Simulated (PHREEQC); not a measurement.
A PHREEQC speciation (ion-association model, phreeqc.dat) at 70 °C gives pH 0.88 and these molalities:

```csv
species,mol/kgw
H+,0.167
HSO4-,0.153
SO4-2,0.0105
Mn+2,0.00298
MnSO4,0.000923
AlSO4+,0.000758
Al+3,0.000318
Al(SO4)2-,8.16e-5
AlHSO4+2,4.15e-5
AlOH+2,1.39e-7
```

Problem. What are the element totals, and what could have been dissolved in 1 kg of water to give them?

Solution. Several could match; the one computed here: totals Al 0.00120, Mn(2) 0.00390, S(6) 0.166 mol/kgw, from 0.16 mol H2SO4, 0.0006 mol Al2(SO4)3 and 0.0039 mol MnSO4 per kg of water.

Precipitation was switched off in this run. Complexes and solids missing from the database can't appear. Constants without temperature data keep their 25 °C values here.
